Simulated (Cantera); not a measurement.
Feed: 1 mol Si, a varied amount of HCl, 1.2 mol H2, at 725 °C and 0.130 bar.

These are equilibrium values from Cantera (NASA tables, ideal gas, pure condensed phases), not measurements of a reactor. Candidate condensed phases: Si; 19 gas species. Rates play no part.

Question: Which condensed phases are stable at each of these points (n(HCl) (mol)): 1.6, 1.9, 2.2, 2.6, 3, 3.5, 4.1, 4.8, 5.6, 6.5, 7.6, 8.9, 10?

Answer: 
| n(HCl) (mol) | condensed phases | Si condensed (%) |
|---|---|---|
| 1.6 | Si(s) | 58.5 |
| 1.9 | Si(s) | 50.7 |
| 2.2 | Si(s) | 42.9 |
| 2.6 | Si(s) | 32.5 |
| 3 | Si(s) | 22.1 |
| 3.5 | Si(s) | 9.2 |
| 4.1 | gas only | 0.0 |
| 4.8 | gas only | 0.0 |
| 5.6 | gas only | 0.0 |
| 6.5 | gas only | 0.0 |
| 7.6 | gas only | 0.0 |
| 8.9 | gas only | 0.0 |
| 10 | gas only | 0.0 |

From 1.6 mol HCl to 3.5 mol HCl the condensed part is Si(s). From 4.1 mol HCl to 10 mol HCl nothing is condensed.
